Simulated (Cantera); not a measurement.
An isothermal, constant-pressure homogeneous reactor starts with N2O : O2 = 1 : 0.065 (molar parts), at 1448 K and 0.132 atm. Integrator tolerance rtol = 1e-08.

Detailed kinetics in Cantera: GRI-Mech 3.0 (53 species, 325 reactions). GRI-Mech 3.0 was tuned for natural gas; its chemistry of N2O as a main component is partial and can be far from experiment. The temperature is held fixed by assumption; the heat of reaction is taken as removed at once.

Q: What does this change do: temperature 1448 to 1275 K?

A: 
| quantity | before | after |
|---|---|---|
| x(N2O) at 2.00 s | 0.00166 (gas-phase equilibrium 2.28e-8) | 0.418 (gas-phase equilibrium 8.78e-9) |
| x(O2) at 2.00 s | 0.294 (gas-phase equilibrium 0.360) | 0.203 (gas-phase equilibrium 0.361) |
| x(NO) at 2.00 s | 0.133 (gas-phase equilibrium 0.00111) | 0.0480 (gas-phase equilibrium 0.000398) |
| x(NO2) at 2.00 s | 0.000281 (gas-phase equilibrium 3.35e-6) | 6.66e-5 (gas-phase equilibrium 2.28e-6) |
| x(O) at 2.00 s | 4.81e-6 (gas-phase equilibrium 3.23e-6) | 5.15e-6 (gas-phase equilibrium 1.85e-7) |
| x(N2) at 2.00 s | 0.571 (gas-phase equilibrium 0.638) | 0.331 (gas-phase equilibrium 0.639) |
The mechanism lacks the step 2 NO + O2 → 2 NO2, which can matter for NO2 below about 1400 K.

Q: What does this change do: pressure from 0.132 atm to 0.0711 atm?

A: 
```tsv
quantity	before	after
x(N2O) at 2.00 s	0.00166 (gas-phase equilibrium 2.28e-8)	0.0129 (gas-phase equilibrium 1.68e-8)
x(O2) at 2.00 s	0.294 (gas-phase equilibrium 0.360)	0.289 (gas-phase equilibrium 0.360)
x(NO) at 2.00 s	0.133 (gas-phase equilibrium 0.00111)	0.135 (gas-phase equilibrium 0.00111)
x(NO2) at 2.00 s	0.000281 (gas-phase equilibrium 3.35e-6)	0.000114 (gas-phase equilibrium 2.46e-6)
x(O) at 2.00 s	4.81e-6 (gas-phase equilibrium 3.23e-6)	2.13e-5 (gas-phase equilibrium 4.39e-6)
x(N2) at 2.00 s	0.571 (gas-phase equilibrium 0.638)	0.562 (gas-phase equilibrium 0.638)
```

Q: What does this change do: pressure from 0.132 atm to 0.0276 atm?

A: 
| quantity | before | after |
|---|---|---|
| x(N2O) at 2.00 s | 0.00166 (gas-phase equilibrium 2.28e-8) | 0.129 (gas-phase equilibrium 1.05e-8) |
| x(O2) at 2.00 s | 0.294 (gas-phase equilibrium 0.360) | 0.259 (gas-phase equilibrium 0.360) |
| x(NO) at 2.00 s | 0.133 (gas-phase equilibrium 0.00111) | 0.121 (gas-phase equilibrium 0.00111) |
| x(NO2) at 2.00 s | 0.000281 (gas-phase equilibrium 3.35e-6) | 4.38e-5 (gas-phase equilibrium 1.54e-6) |
| x(O) at 2.00 s | 4.81e-6 (gas-phase equilibrium 3.23e-6) | 4.13e-5 (gas-phase equilibrium 7.04e-6) |
| x(N2) at 2.00 s | 0.571 (gas-phase equilibrium 0.638) | 0.490 (gas-phase equilibrium 0.638) |
Radical loss at walls, strong at low pressure, is not modelled.
